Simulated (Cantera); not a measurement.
An adiabatic, constant-pressure homogeneous reactor starts with CH4 : H2 : O2 : N2 = 1 : 1.2 : 5.65 : 21.3 (molar parts), equivalence ratio 0.46, at 1375 K and 0.987 atm.

Detailed kinetics in Cantera: GRI-Mech 3.0 (53 species, 325 reactions).

Predict: time of steepest temperature rise; temperature at 2.00 s; equilibrium temperature; x(H2) at 2.00 s; x(O2) at 2.00 s; x(CO2) at 2.00 s.


```
Item                                                                  Result
---------------------------------  -----------------------------------------
time of steepest temperature rise                                   0.140 ms
temperature at 2.00 s                                                 2305 K
equilibrium temperature                                               2305 K
x(H2) at 2.00 s                    0.000732 (gas-phase equilibrium 0.000732)
x(O2) at 2.00 s                        0.0998 (gas-phase equilibrium 0.0998)
x(CO2) at 2.00 s                       0.0336 (gas-phase equilibrium 0.0336)
```
